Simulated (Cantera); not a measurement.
Feed: 1 mol Si(CH3)4, 0.4 mol C2H2, 210 mol H2, at 1548.15 K and 0.390 bar.

Cantera equilibrium calculation (NASA polynomials, part measured and part estimated; ideal gas, pure solids and liquids). Candidate condensed phases: C, C6H6, C7H8, C8H18, Si, SiC; 87 gas species. Equilibrium is a limit: real reactors are often held back by kinetics, nucleation or transport.

Base state: H2 0.999, CH4 0.000798, H 4.94e-5, C2H2 (acetylene) 1.57e-5 (mole fractions); condensed: C(graphite) + SiC(s).

Question: What changes in the equilibrium state with this change: temperature from 1548.15 K to 900 K?

Answer: 
| species | before | after |
|---|---|---|
| H2 | 0.999 | 0.982 |
| CH4 | 0.000798 | 0.0179 |
| H | 4.94e-5 | <1e-9 |
| C2H2 (acetylene) | 1.57e-5 | <1e-9 |
| C(graphite), mol | 3.62 | 0 |
| SiC(s), mol | 1.000 | 1.00 |

Question: What changes in the equilibrium state with this change: Si(CH3)4 replaced by SiF4?

Answer: 
```json
[
 {"species": "H2", "before": "0.999", "after": "0.991"},
 {"species": "HF", "before": "0", "after": "0.00481"},
 {"species": "SiF4", "before": "0", "after": "0.00277"},
 {"species": "SiF3", "before": "0", "after": "0.000553"},
 {"species": "SiHF3", "before": "0", "after": "0.000392"},
 {"species": "SiF2", "before": "0", "after": "5.78e-5"},
 {"species": "SiH2F2", "before": "0", "after": "2.50e-5"},
 {"species": "C(graphite), mol", "before": "3.62", "after": "0.431"},
 {"species": "SiC(s), mol", "before": "1.000", "after": "0.196"}
]
```
The tables' values for SiF3, SiF2 are old estimates; treat these amounts as uncertain.
